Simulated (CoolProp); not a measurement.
Properties of carbon monoxide at several states (Tc = 132.9 K, pc = 34.98 bar, ω = 0.050).

Values from CoolProp's reference Helmholtz-energy equation of state, Lemmon 2006. It is a short technical equation, of lower accuracy than the large ones.

```tsv
T (K)	p (bar)	phase	density (kg/m³)	cv (kJ/(kg K))	isothermal compressibility (1/MPa)
356.1	13.6	gas	12.85	[?]	0.7342
232.2	0.681	gas	0.9890	[?]	14.70
117.2	0.168	gas	0.4840	[?]	59.66
```

### Question
Complete the blanks.

### Answer

- 356.1, cv (kJ/(kg K)): 0.7488
- 232.2, cv (kJ/(kg K)): 0.7427
- 117.2, cv (kJ/(kg K)): 0.7431
